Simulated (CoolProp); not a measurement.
Vapour-liquid equilibrium of propane (1) + R113 (2) at -8.65 °C; x and y are mole fractions of (1).

Model: multi-fluid Helmholtz-energy mixture model, Lemmon 2009 and Marx 1992; pair parameters Bell 2016, in CoolProp.

Give the bubble pressure and the first vapour's composition at x = 0.15, 0.25, 0.95. Is there an azeotrope?

x = 0.15: 0.07588 MPa, y = 0.886; x = 0.25: 0.1160 MPa, y = 0.932; x = 0.95: 0.3425 MPa, y = 0.997. No azeotrope shows between x = 0.05 and 0.95.

The pair parameters rest on a limited set of measurements; away from them the model extrapolates.
